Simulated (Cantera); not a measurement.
A closed system holds: 1 mol SiH2Cl2, 0.21 mol O3, 12 mol N2, held at 20.3 Torr.

These are equilibrium values from Cantera (NASA tables, ideal gas, pure condensed phases), not measurements of a reactor. Candidate condensed phases: H2O, NH4Cl, Si, SiO2, Si2N2O, Si3N4; 47 gas species. N2 is the only nitrogen source here; it is nearly inert below about 1500 K, so the nitride shown seldom forms there in practice. Mutual solubility and eutectic melting of coexisting phases are not modelled. The tables' values for SiCl3 are old estimates; treat these amounts as uncertain. The tables hold silica as quartz up to 1696 K and as liquid above; real silica turns to tridymite and cristobalite and melts near 1996 K. The numbers say what is thermodynamically allowed, not how fast it happens. All values below are at 1375 K.

Base state: N2 0.855, HCl 0.136, H2 0.00600, SiCl4 0.00265, SiCl3 0.000333, SiCl2 0.000192, Cl 3.03e-5 (mole fractions); condensed: SiO2(β-quartz) + Si2N2O(s).

Problem. What changes in the equilibrium state with this change: N2 from 12 to 5.3 mol?

Solution. 
```tsv
species	before	after
N2	0.855	0.714
HCl	0.136	0.263
H2	0.00600	0.0149
SiCl4	0.00265	0.00677
SiHCl3	7.47e-6	2.46e-5
SiCl3	0.000333	0.000694
SiCl2	0.000192	0.000327
Cl	3.03e-5	3.71e-5
SiO2(β-quartz), mol	0.101	0.104
Si2N2O(s), mol	0.428	0.421
```
